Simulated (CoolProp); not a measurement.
Properties of R245fa at several states.

Values from CoolProp's reference Helmholtz-energy equation of state, Akasaka 2015.

```
T (K)  p (bar)   phase  cp (kJ/(kg K))  speed of sound (m/s)  isothermal compressibility (1/MPa)  expansivity (1/kK)  viscosity (µPa s)
-----  -------  ------  --------------  --------------------  ----------------------------------  ------------------  -----------------
392.2    0.499     gas           1.029                 160.1                               20.17               2.609               15.6
380.9    0.385     gas           1.010                 158.0                               26.11               2.678               15.1
258.3     17.6  liquid           1.230                 845.7                            0.001378               1.679                665
195.9     54.7  liquid           1.145                  1142                           0.0006891               1.391               2120
215.5     0.65  liquid           1.169                  1032                           0.0008771               1.498               1300
```

Viscosity comes from a separate model (Bell 2016), an estimate that may be off by 10 % or more.
